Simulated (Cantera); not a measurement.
**Ignition delay**

Mixture: CH₄ : O₂ : N₂ : H₂ = 1 : 4.88 : 21.5 : 0.23 (molar parts), at 3.00 bar, adiabatic and at constant pressure. Ignition delay is the time to a rise of 400 K.

Detailed kinetics in Cantera: GRI-Mech 3.0 (53 species, 325 reactions).

| T0 (K) | delay (ms) |
|---|---|
| 1075 | 8.23 |
| 1175 | 2.70 |
| 1275 | 1.08 |
| 1375 | 0.458 |
| 1475 | 0.211 |
| 1575 | 0.106 |
| 1675 | 0.0581 |
| 1775 | 0.0342 |

```
Item                                                    Result
--------------------------------------------------  ----------
apparent activation energy between 1575 and 1775 K  130 kJ/mol
```
